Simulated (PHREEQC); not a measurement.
Solution (75 °C): 0.075 mol Na2S and 0.02 mol Ca(OH)2 per kg of water. Closed to the air; pH follows from the charge balance.

Model: ion-association model, phreeqc.dat, run in PHREEQC.

**Question.** The ionic strength comes out as 0.254 mol/kgw. What activity coefficients do Na+, CaOH+, HS-, Ca+2, OH- get?

**Answer.** Na+ 0.71, CaOH+ 0.71, HS- 0.66, Ca+2 0.27, OH- 0.66.

This is a speciation only: nothing precipitates in the calculation. Complexes and solids missing from the database can't appear. With this much S-2 the pH rests on the database's HS-/S-2 constant; if that pK is higher, the solution is more alkaline. Constants without temperature data keep their 25 °C values here. The database's pK near 12.9 for HS-/S-2 is now thought far too low, so its S-2 is overstated.
